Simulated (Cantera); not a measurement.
**Metals in furnace atmospheres: Fe + H2O + H2 + NH3**

Input: 1 mol Fe, 0.065 mol H2O, 1.5 mol H2, 3.4 mol NH3, equilibrated at 7.50 Torr.

Cantera equilibrium calculation (NASA polynomials, part measured and part estimated; ideal gas, pure solids and liquids). Candidate condensed phases: Fe, FeO, Fe(OH)2, Fe(OH)3, Fe2O3, Fe3O4, H2O; 27 gas species. Kinetics and transport are ignored.

| T (K) | x H2 | x N2 | x Fe | x H2O | x H | x OH | n Fe(δ) | n Fe(l) |
|---|---|---|---|---|---|---|---|---|
| 1673 | 0.788 | 0.203 | 0.000401 | 0.00776 | 0.00101 | 4.79e-7 | 0.997 | 0 |
| 1698 | 0.787 | 0.203 | 0.000609 | 0.00776 | 0.00128 | 6.50e-7 | 0.995 | 0 |
| 1723 | 0.787 | 0.203 | 0.000913 | 0.00776 | 0.00162 | 8.74e-7 | 0.992 | 0 |
| 1748 | 0.786 | 0.203 | 0.00135 | 0.00775 | 0.00203 | 1.17e-6 | 0.989 | 0 |
| 1773 | 0.785 | 0.203 | 0.00198 | 0.00774 | 0.00252 | 1.54e-6 | 0.983 | 0 |
| 1798 | 0.784 | 0.202 | 0.00286 | 0.00773 | 0.00312 | 2.02e-6 | 0.976 | 0 |
| 1823 | 0.782 | 0.202 | 0.00407 | 0.00772 | 0.00383 | 2.63e-6 | 0 | 0.966 |
| 1848 | 0.780 | 0.202 | 0.00570 | 0.00770 | 0.00468 | 3.40e-6 | 0 | 0.952 |
| 1873 | 0.778 | 0.201 | 0.00791 | 0.00768 | 0.00569 | 4.36e-6 | 0 | 0.933 |
| 1898 | 0.774 | 0.200 | 0.0109 | 0.00765 | 0.00688 | 5.56e-6 | 0 | 0.908 |
x: gas mole fraction; n: condensed amount in mol.

From 1673 K to 1798 K the condensed part is Fe(δ). From 1823 K to 1898 K the condensed part is Fe(l). The main Fe-bearing gas is Fe throughout. The share of Fe in condensed phases is highest at 1673 K (99.7 %) and lowest at 1898 K (90.8 %).
